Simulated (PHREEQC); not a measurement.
Consider water at 25 °C with 7.3 mmol/kgw Cu(NO3)2, 0.37 mmol/kgw HCl and 0.26 mmol/kgw H3BO3. Closed to the air; pH follows from the charge balance.

The numbers come from PHREEQC with the ion-association model, phreeqc.dat.

```json
[
 {"quantity": "pH", "before": "3.48", "after": "3.49"},
 {"quantity": "ionic strength (mol/kgw)", "before": "0.0223", "after": "0.0222"},
 {"quantity": "H2BO3- (mol/kgw)", "before": "5.30e-10", "after": "7.53e-10"}
]
```

### Question
Name the change that produced these shifts.
A) diluted 5-fold with water
B) Cu(NO3)2 replaced by Cu(BF4)2 at the same molality
C) Cu(NO3)2 replaced by Mn(NO3)2 at the same molality
D) Cu(NO3)2 left out
E) temperature from 25 to 45 °C

### Answer
E, temperature from 25 to 45 °C

This is a speciation only: nothing precipitates in the calculation. Constants without temperature data keep their 25 °C values here.
